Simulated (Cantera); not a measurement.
Feed: 1 mol FeS₂, 0.052 mol H₂S, 2.2 mol H₂O, equilibrated at 100000 Pa.

Cantera equilibrium calculation (NASA polynomials, part measured and part estimated; ideal gas, pure solids and liquids). Candidate condensed phases: Fe, FeO, Fe(OH)₂, Fe(OH)₃, FeS, FeSO₄, FeS₂, Fe₂O₃, Fe₂(SO₄)₃, Fe₃O₄, H₂O, H₂SO₄, S; 22 gas species. FeS: taken at fixed stoichiometry. Equilibrium is a limit: real reactors are often held back by kinetics, nucleation or transport. All values below are at 1275 °C.

Base state: H₂O 0.655, S₂ 0.113, H₂ 0.0801, H₂S 0.0780, SO₂ 0.0680, S₂O 0.00251, SH 0.00185, SO 0.00176 (mole fractions); condensed: FeS(l).

**Question.** What changes in the equilibrium state with this change: FeS₂ replaced by MgO?

**Answer.** 
```
species       before     after
-----------  -------  --------
H₂O            0.655     0.922
H₂            0.0801    0.0553
SO₂           0.0680    0.0180
S₂             0.113  0.000455
H₂S           0.0780   0.00342
S₂O          0.00251   2.07e-5
SH           0.00185   9.78e-5
S            2.34e-5   1.49e-6
FeS(l), mol    1.000         0
MgO(s), mol        0     1.000
```
Further candidate phases: Mg, MgO, Mg(OH)₂, MgS, MgSO₄.
